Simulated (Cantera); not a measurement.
Input (Python, Cantera) and output of one run.

```python
import numpy as np
import cantera as ct

gas_names = """
    F F2 H HF H2 H2F2 H3F3 H4F4 H5F5 H6F6 H7F7 Mg MgF MgF2 MgH Mg2 Mg2F4
""".split()
cond_names = """
    Mg(cr) Mg(L) MgF2(s) MgF2(L)
""".split()


# ... load() reads the species with a 1 bar reference pressure and builds the phases ...
atoms = {
    'MgF2': {'Mg': 1, 'F': 2},
    'H2': {'H': 2},
}
top_T = {}  # K; cautious upper limits of use, not melting points


# ... equilibrate(T, P, feed) seeds the gas with the atoms and calls Mixture.equilibrate('TP', solver="vcs", rtol=1e-11, max_steps=5000) ...
results = []
feed = {'MgF2': 1, 'H2': 44}  # mol
P = 90  # Pa
for T in [925, 975, 1025, 1075, 1125, 1175, 1225, 1275, 1325, 1375, 1425, 1475, 1525, 1575]:
    mix = equilibrate(T, P, feed)
    results.append((T, P, feed, dict(zip(mix.species_names, mix.species_moles))))

top = {s: max(r[3][s] / sum(r[3][g] for g in gas_names) for r in results) for s in gas_names}
cols = sorted((s for s in top if top[s] > 0.001), key=lambda s: -top[s])[:8]
seen = [c for c in cond_names if any(r[3].get(c, 0) > 1e-12 for r in results)]
print("log10 of partial pressures in bar; condensed amounts in mol")
print(f"{'T/K':>10s}" + "".join(f"{s[:9]:>10s}" for s in cols + seen))
for T, P, feed, n in results:
    ng = sum(n[g] for g in gas_names)
    print(f"{T:10.4g}" + "".join(f"{np.log10(max(n[s] / ng * P / 1e5, 1e-99)):10.3f}" for s in cols)
          + "".join(f"{n.get(c, 0):10.4g}" for c in seen))
```

It prints:

```
log10 of partial pressures in bar; condensed amounts in mol
       T/K        H2        HF        Mg      MgF2         H       MgF   MgF2(s)
       925    -3.046    -9.377    -9.678   -12.462   -11.107   -13.141         1
       975    -3.046    -8.691    -8.992   -11.350   -10.465   -12.092    0.9999
      1025    -3.046    -8.073    -8.374   -10.348    -9.884   -11.147    0.9998
      1075    -3.046    -7.514    -7.816    -9.443    -9.356   -10.292    0.9992
      1125    -3.046    -7.005    -7.308    -8.621    -8.875    -9.516    0.9975
      1175    -3.046    -6.541    -6.845    -7.871    -8.435    -8.808    0.9923
      1225    -3.046    -6.116    -6.421    -7.185    -8.030    -8.159    0.9779
      1275    -3.047    -5.724    -6.032    -6.554    -7.656    -7.563    0.9394
      1325    -3.049    -5.363    -5.674    -5.973    -7.311    -7.015    0.8387
      1375    -3.055    -5.029    -5.345    -5.436    -6.992    -6.508    0.5787
      1425    -3.065    -4.738    -5.060    -4.990    -6.698    -6.074         0
      1475    -3.067    -4.643    -4.963    -5.103    -6.421    -6.019         0
      1525    -3.069    -4.568    -4.885    -5.248    -6.161    -5.993         0
      1575    -3.071    -4.512    -4.827    -5.427    -5.917    -5.998         0
```

Cantera equilibrium calculation (NASA polynomials, part measured and part estimated; ideal gas, pure solids and liquids).
